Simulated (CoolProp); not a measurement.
Vapour pressure (bar) of C3F8 (R218): the reference equation beside estimates from Tc = 71.9 °C, pc = 26.40 bar, ω = 0.317.

Computed with CoolProp (reference Helmholtz-energy equation of state, Lemmon 2006). It is a short technical equation, of lower accuracy than the large ones.

| T (°C) | reference | Lee-Kesler | Redlich-Kwong | Peng-Robinson |
|---|---|---|---|---|
| -52.45 | 0.4699 | 0.4653 | 1.027 | 0.4724 |
| -46.05 | 0.6531 | 0.6490 | 1.343 | 0.6543 |
| -39.65 | 0.8886 | 0.8858 | 1.725 | 0.8878 |
| -33.25 | 1.186 | 1.185 | 2.181 | 1.183 |
| -26.85 | 1.555 | 1.558 | 2.719 | 1.549 |
| -20.45 | 2.008 | 2.014 | 3.345 | 1.999 |
| -14.05 | 2.554 | 2.566 | 4.067 | 2.543 |
| -7.65 | 3.207 | 3.224 | 4.893 | 3.194 |

Absolute difference from the reference over all 8 rows, mean and median: Lee-Kesler 0.4 and 0.4 %, Redlich-Kwong 81.9 and 79.4 %, Peng-Robinson 0.3 and 0.4 %.
